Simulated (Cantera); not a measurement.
Charge: 1 mol Si3N4, 0.095 mol CO2, 6 mol H2, at 1000 Pa.

Cantera equilibrium calculation (NASA polynomials, part measured and part estimated; ideal gas, pure solids and liquids). Candidate condensed phases: C, C6H6, C7H8, C8H18, H2O, Si, SiC, SiO2, Si2N2O, Si3N4; 151 gas species. Mutual solubility and eutectic melting of coexisting phases are not modelled. Gases not in the tables: Si2H6 and higher silanes. The numbers say what is thermodynamically allowed, not how fast it happens.

Problem. Which condensed phases are stable at each of these points (T (°C)): 775, 850, 925, 1000, 1075, 1150, 1225, 1300, 1375, 1450?

Solution. 
| T (°C) | condensed phases | Si condensed (%) |
|---|---|---|
| 775 | C(graphite) + Si2N2O(s) + Si3N4(s) | 100.0 |
| 850 | C(graphite) + Si2N2O(s) + Si3N4(s) | 100.0 |
| 925 | SiC(s) + Si2N2O(s) + Si3N4(s) | 100.0 |
| 1000 | SiC(s) + Si2N2O(s) + Si3N4(s) | 100.0 |
| 1075 | SiC(s) + Si2N2O(s) + Si3N4(s) | 100.0 |
| 1150 | SiC(s) + Si2N2O(s) + Si3N4(s) | 100.0 |
| 1225 | SiC(s) + Si2N2O(s) + Si3N4(s) | 100.0 |
| 1300 | SiC(s) + Si2N2O(s) + Si3N4(s) | 99.9 |
| 1375 | Si(s) + SiC(s) + Si2N2O(s) + Si3N4(s) | 99.5 |
| 1450 | Si(l) + SiC(s) + Si2N2O(s) + Si3N4(s) | 97.5 |

From 775 °C to 850 °C the condensed part is C(graphite) + Si2N2O(s) + Si3N4(s). From 925 °C to 1300 °C the condensed part is SiC(s) + Si2N2O(s) + Si3N4(s). At 1375 °C the condensed part is Si(s) + SiC(s) + Si2N2O(s) + Si3N4(s). At 1450 °C the condensed part is Si(l) + SiC(s) + Si2N2O(s) + Si3N4(s).
